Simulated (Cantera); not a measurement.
Feed: 1 mol Si, 2.8 mol HCl, 0.28 mol N2, 8.4 mol F2, equilibrated at 1323.15 K and 15.0 Torr.

Equilibrium computed with Cantera from the NASA thermochemical tables; the gas is ideal and each condensed phase is pure. Candidate condensed phases: NH4Cl, Si, Si3N4; 49 gas species. Kinetics and transport are ignored.

Base state: F 0.507, HF 0.199, ClF 0.197, SiF4 0.0712, N2 0.0199, F2 0.00412, Cl 0.00192, Cl2 0.000318 (mole fractions); condensed: gas only.

Task: What changes in the equilibrium state with this change: temperature from 1323.15 K to 1123 K?

Result: 
```json
[
 {"species": "F", "before": "0.507", "after": "0.443"},
 {"species": "HF", "before": "0.199", "after": "0.208"},
 {"species": "ClF", "before": "0.197", "after": "0.208"},
 {"species": "F2", "before": "0.00412", "after": "0.0462"},
 {"species": "SiF4", "before": "0.0712", "after": "0.0743"},
 {"species": "N2", "before": "0.0199", "after": "0.0208"},
 {"species": "Cl", "before": "0.00192", "after": "3.52e-5"},
 {"species": "Cl2", "before": "0.000318", "after": "6.18e-6"}
]
```
